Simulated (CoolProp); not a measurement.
Oxygen at 355.37 K and 2.47 MPa flows at 0.29 m/s in a round tube of 12.7 mm bore and 45 µm roughness, fully developed (64/Re and Nu = 3.66 if laminar; Colebrook and Gnielinski if turbulent). Each further row changes one setting.

Values from CoolProp's reference Helmholtz-energy equation of state, Schmidt 1985.

```json
[
 {"case": "as stated", "Reynolds number": "4110", "Darcy friction factor": "0.0431", "pressure drop (Pa/m)": "3.83", "heat-transfer coefficient (W/(m² K))": "36.9", "mass flow (kg/h)": "3.55"},
 {"case": "velocity 0.58 m/s", "Reynolds number": "8220", "Darcy friction factor": "0.0371", "pressure drop (Pa/m)": "13.2", "heat-transfer coefficient (W/(m² K))": "72.7", "mass flow (kg/h)": "7.11"},
 {"case": "diameter 25.4 mm", "Reynolds number": "8220", "Darcy friction factor": "0.0349", "pressure drop (Pa/m)": "1.55", "heat-transfer coefficient (W/(m² K))": "34.0", "mass flow (kg/h)": "14.2"}
]
```

Above 300 K oxygen's equation is extrapolated.

Viscosity comes from a separate model (Lemmon 2004). Thermal conductivity comes from a separate model (Lemmon 2004).
